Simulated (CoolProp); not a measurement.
R410A along the isobar 24 MPa: fugacity coefficient from the reference equation and from simpler models built on Tc = 344.5 K, pc = 4.901 MPa, ω = 0.296; each cubic takes its own stable root.

The numbers come from the reference Helmholtz-energy equation of state, Lemmon 2003 in CoolProp. It is a pseudo-pure fit of the blend.

```json
[
 {"T (K)": "288.9", "phase": "liquid", "reference": "0.07876", "Soave-Redlich-Kwong": "0.09236", "Peng-Robinson": "0.08344"},
 {"T (K)": "303", "phase": "liquid", "reference": "0.1078", "Soave-Redlich-Kwong": "0.1267", "Peng-Robinson": "?"},
 {"T (K)": "317.1", "phase": "liquid", "reference": "0.1420", "Soave-Redlich-Kwong": "0.1670", "Peng-Robinson": "0.1509"},
 {"T (K)": "331.1", "phase": "liquid", "reference": "0.1804", "Soave-Redlich-Kwong": "?", "Peng-Robinson": "0.1918"},
 {"T (K)": "345.2", "phase": "supercritical", "reference": "0.2231", "Soave-Redlich-Kwong": "0.2619", "Peng-Robinson": "0.2371"},
 {"T (K)": "359.3", "phase": "supercritical", "reference": "0.2688", "Soave-Redlich-Kwong": "0.3149", "Peng-Robinson": "0.2853"},
 {"T (K)": "373.3", "phase": "supercritical", "reference": "0.3164", "Soave-Redlich-Kwong": "0.3693", "Peng-Robinson": "0.3351"},
 {"T (K)": "387.4", "phase": "supercritical", "reference": "0.3654", "Soave-Redlich-Kwong": "0.4249", "Peng-Robinson": "0.3861"},
 {"T (K)": "401.5", "phase": "supercritical", "reference": "0.4145", "Soave-Redlich-Kwong": "0.4799", "Peng-Robinson": "?"},
 {"T (K)": "415.6", "phase": "supercritical", "reference": "0.4630", "Soave-Redlich-Kwong": "0.5335", "Peng-Robinson": "0.4863"},
 {"T (K)": "429.6", "phase": "supercritical", "reference": "0.5097", "Soave-Redlich-Kwong": "0.5845", "Peng-Robinson": "0.5336"},
 {"T (K)": "443.7", "phase": "supercritical", "reference": "0.5546", "Soave-Redlich-Kwong": "0.6331", "Peng-Robinson": "0.5790"},
 {"T (K)": "457.8", "phase": "supercritical", "reference": "0.5970", "Soave-Redlich-Kwong": "0.6785", "Peng-Robinson": "0.6217"},
 {"T (K)": "471.9", "phase": "supercritical", "reference": "0.6366", "Soave-Redlich-Kwong": "0.7208", "Peng-Robinson": "?"},
 {"T (K)": "485.9", "phase": "supercritical", "reference": "0.6732", "Soave-Redlich-Kwong": "0.7595", "Peng-Robinson": "0.6986"},
 {"T (K)": "500", "phase": "supercritical", "reference": "0.7071", "Soave-Redlich-Kwong": "0.7954", "Peng-Robinson": "0.7331"}
]
```

Q: Fill in the missing entries.

A: 
- 303, Peng-Robinson: 0.1144
- 331.1, Soave-Redlich-Kwong: 0.2122
- 401.5, Peng-Robinson: 0.4368
- 471.9, Peng-Robinson: 0.6617
